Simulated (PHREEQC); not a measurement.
Nickel, zinc or cadmium bath: speciation

Solution (20 °C): 0.0046 mol ZnCl2, 0.03 mol NaOH and 0.0008 mol H2SO4 per kg of water. Closed to the air; pH follows from the charge balance.

Computed with PHREEQC (ion-association model, wateq4f.dat).

Each row changes one thing in this solution. No solid was allowed to form.

```tsv
case	pH	ionic strength (mol/kgw)	SO4-2 (mol/kgw)
as made	12.23	0.0320	0.000744
NaOH left out	2.85	0.0152	0.000544
ZnCl2 left out	12.55	0.0307	[?]
diluted 2-fold with water	[?]	[?]	0.000383
temperature from 20 to 85 °C	10.71	0.0310	0.000728
NaOH from 0.03 to 0.003 mol/kgw	[?]	0.0144	0.000604
```

Task: Complete the blanks.

Result: 
- ZnCl2 left out, SO4-2 (mol/kgw): 0.000743
- diluted 2-fold with water, pH: 11.98
- diluted 2-fold with water, ionic strength (mol/kgw): 0.0157
- NaOH from 0.03 to 0.003 mol/kgw, pH: 8.14

Complexes and solids missing from the database can't appear. Some of these states are supersaturated (in Zn(OH)2-e, Zn(OH)2-a, Zincite(c) (slow to form), for instance). Away from 25 °C the constants follow the database's enthalpies or fits; those with neither stay at their 25 °C values.
